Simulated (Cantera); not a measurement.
**Gas-phase reforming**

An isothermal, constant-pressure homogeneous reactor starts with 42.2 % CH4, 15.6 % CO2, 42.2 % H2, at 1575 K and 555 Torr.

Cantera simulation using GRI-Mech 3.0 (53 species, 325 reactions); the numbers are that mechanism's predictions, not measurements. GRI-Mech 3.0 stops at C3 and has no aromatics, soot or wall deposition, so with more carbon than oxygen in the feed, carbon stays in small species such as C2H2 where larger ones or solid carbon would form.

```json
[
 {"t (s)": "3.00e-5", "x CH4": "0.422", "x CO2": "0.156", "x H2": "0.422", "x C2H6": "2.19e-7", "x CH2": "1.98e-10", "x C2H": "<1e-12", "x CO": "1.29e-6"},
 {"t (s)": "7.44e-5", "x CH4": "0.422", "x CO2": "0.156", "x H2": "0.422", "x C2H6": "3.05e-6", "x CH2": "1.11e-9", "x C2H": "<1e-12", "x CO": "7.40e-6"},
 {"t (s)": "0.000185", "x CH4": "0.422", "x CO2": "0.156", "x H2": "0.422", "x C2H6": "3.12e-5", "x CH2": "4.21e-9", "x C2H": "<1e-12", "x CO": "3.94e-5"},
 {"t (s)": "0.000458", "x CH4": "0.421", "x CO2": "0.156", "x H2": "0.422", "x C2H6": "0.000151", "x CH2": "8.19e-9", "x C2H": "<1e-12", "x CO": "0.000165"},
 {"t (s)": "0.00114", "x CH4": "0.420", "x CO2": "0.155", "x H2": "0.422", "x C2H6": "0.000338", "x CH2": "1.21e-8", "x C2H": "3.29e-12", "x CO": "0.000565"},
 {"t (s)": "0.00282", "x CH4": "0.416", "x CO2": "0.154", "x H2": "0.424", "x C2H6": "0.000424", "x CH2": "1.38e-8", "x C2H": "4.21e-11", "x CO": "0.00169"},
 {"t (s)": "0.00698", "x CH4": "0.407", "x CO2": "0.150", "x H2": "0.428", "x C2H6": "0.000414", "x CH2": "1.38e-8", "x C2H": "2.89e-10", "x CO": "0.00451"},
 {"t (s)": "0.0173", "x CH4": "0.384", "x CO2": "0.141", "x H2": "0.438", "x C2H6": "0.000375", "x CH2": "1.34e-8", "x C2H": "1.23e-9", "x CO": "0.0113"},
 {"t (s)": "0.0430", "x CH4": "0.337", "x CO2": "0.121", "x H2": "0.459", "x C2H6": "0.000297", "x CH2": "1.26e-8", "x C2H": "3.52e-9", "x CO": "0.0267"},
 {"t (s)": "0.107", "x CH4": "0.255", "x CO2": "0.0817", "x H2": "0.491", "x C2H6": "0.000184", "x CH2": "1.16e-8", "x C2H": "7.73e-9", "x CO": "0.0571"},
 {"t (s)": "0.264", "x CH4": "0.154", "x CO2": "0.0318", "x H2": "0.530", "x C2H6": "8.04e-5", "x CH2": "1.08e-8", "x C2H": "1.37e-8", "x CO": "0.0972"},
 {"t (s)": "0.655", "x CH4": "0.0790", "x CO2": "0.00840", "x H2": "0.576", "x C2H6": "2.95e-5", "x CH2": "9.43e-9", "x C2H": "1.90e-8", "x CO": "0.117"},
 {"t (s)": "1.63", "x CH4": "0.0533", "x CO2": "0.00635", "x H2": "0.608", "x C2H6": "1.83e-5", "x CH2": "7.66e-9", "x C2H": "1.99e-8", "x CO": "0.129"},
 {"t (s)": "4.03", "x CH4": "0.0490", "x CO2": "0.00498", "x H2": "0.632", "x C2H6": "1.59e-5", "x CH2": "5.76e-9", "x C2H": "1.71e-8", "x CO": "0.152"},
 {"t (s)": "10.0", "x CH4": "0.0454", "x CO2": "0.00277", "x H2": "0.659", "x C2H6": "1.35e-5", "x CH2": "3.98e-9", "x C2H": "1.39e-8", "x CO": "0.179"}
]
```
x: mole fraction; the columns are a selection and need not sum to one.

Equilibrium at this temperature and pressure: CH4 0.0412, CO2 1.68e-7, H2 0.684, C2H6 1.12e-5, CH2 2.62e-9, C2H 1.08e-8, CO 0.207 (gas phase only).
